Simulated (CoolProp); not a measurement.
Vapour-liquid equilibrium of propylene (1) + dimethyl ether (2) at 1.66 MPa; x and y are mole fractions of (1).

Computed with CoolProp (multi-fluid Helmholtz-energy mixture model, Lemmon 2013 and Wu 2011; pair parameters Bell 2016).

```csv
x,"bubble temperature, mixture model (K)","bubble temperature, Raoult's law (K)","y, mixture model","y, Raoult's law"
0.05,337.3,337.6,0.079,0.083
0.15,333.6,334.5,0.222,0.235
0.25,330.3,331.6,0.348,0.369
0.35,327.3,328.8,0.460,0.488
0.45,324.5,326.1,0.559,0.593
0.55,322.1,323.6,0.650,0.687
0.65,319.8,321.1,0.733,0.770
0.75,317.8,318.8,0.811,0.845
0.85,315.9,316.6,0.887,0.912
0.95,314.2,314.5,0.962,0.972
```

The largest gap from Raoult's law is -1.6 K in bubble temperature, at x = 0.45. No azeotrope shows between x = 0.05 and 0.95.

Pair parameters are fitted to limited data, so mixtures are less certain than the pure fluids.
